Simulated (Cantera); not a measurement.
Charge: 1 mol HgO, 1.2 mol H2, held at 700 K.

Method: chemical equilibrium by Gibbs-energy minimisation in Cantera with the NASA 1993 tables (ideal gas, pure condensed phases). Candidate condensed phases: H2O, Hg, HgO; 10 gas species. Rates play no part.

Which condensed phases are stable at each of these points (P (Pa)): 10, 100, 1000, 10000, 100000, 1000000?


| P (Pa) | condensed phases | Hg condensed (%) |
|---|---|---|
| 10 | gas only | 0.0 |
| 100 | gas only | 0.0 |
| 1000 | gas only | 0.0 |
| 10000 | gas only | 0.0 |
| 100000 | gas only | 0.0 |
| 1000000 | Hg(l) | 46.3 |

From 0.000100 bar to 1.00 bar nothing is condensed. At 10.0 bar the condensed part is Hg(l).
